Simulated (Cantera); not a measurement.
A perfectly stirred reactor is fed with H₂ : O₂ : N₂ = 1 : 1.06 : 2.98 (molar parts), equivalence ratio 0.47, at 503 Torr; it is adiabatic with a 698 K inlet, and is followed from long to short residence time, starting on the burning branch (τ in s: 0.097, 0.037, 0.014, 0.0056, 0.0022, 0.00083, 0.00032, 0.00012, 4.8e-05, 1.9e-05, 7.1e-06).

Cantera simulation using GRI-Mech 3.0 (53 species, 325 reactions); the numbers are that mechanism's predictions, not measurements.

Problem. Predict: blow-out, bracketed by the residence times tried; x(H₂) at τ = 97.0 ms; x(O₂) at τ = 97.0 ms; x(NO) at τ = 97.0 ms; x(HO₂) at τ = 97.0 ms; x(O) at τ = 97.0 ms; x(H₂) at τ = 0.830 ms; x(O₂) at τ = 0.830 ms; x(NO) at τ = 0.830 ms; x(HO₂) at τ = 0.830 ms; x(O) at τ = 0.830 ms.

Solution. 
| Quantity | Value |
|---|---|
| blow-out, bracketed by the residence times tried | burning at 19.0 µs, out at 7.10 µs |
| x(H₂) at τ = 97.0 ms | 0.000672 |
| x(O₂) at τ = 97.0 ms | 0.121 |
| x(NO) at τ = 97.0 ms | 0.000824 |
| x(HO₂) at τ = 97.0 ms | 4.02e-6 |
| x(O) at τ = 97.0 ms | 0.000865 |
| x(H₂) at τ = 0.830 ms | 0.00668 |
| x(O₂) at τ = 0.830 ms | 0.118 |
| x(NO) at τ = 0.830 ms | 3.98e-5 |
| x(HO₂) at τ = 0.830 ms | 1.41e-5 |
| x(O) at τ = 0.830 ms | 0.00836 |
